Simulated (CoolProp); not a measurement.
Propylene along the isobar 0.461 MPa: fugacity coefficient from the reference equation and from simpler models built on Tc = 364.2 K, pc = 4.555 MPa, ω = 0.146; each cubic takes its own stable root.

Values from CoolProp's reference Helmholtz-energy equation of state, Lemmon 2013.

| T (K) | phase | reference |
|---|---|---|
| 225.2 | liquid | 0.2119 |
| 243.7 | liquid | 0.4456 |
| 262.3 | liquid | 0.8255 |
| 280.9 | gas | 0.9221 |
| 299.5 | gas | 0.9364 |
| 318.1 | gas | 0.9474 |
| 336.6 | gas | 0.9559 |
| 355.2 | gas | 0.9627 |
| 373.8 | gas | 0.9682 |

Q: How far does each simpler model (Soave-Redlich-Kwong, Peng-Robinson) lie from the reference over these 9 states: mean and median of the absolute difference, and the worst?

A: 
- Soave-Redlich-Kwong: mean 0.3 %, median 0.2 %, worst +0.9 % at 262.3 K and 0.461 MPa
- Peng-Robinson: mean 0.3 %, median 0.4 %, worst +0.9 % at 225.2 K and 0.461 MPa
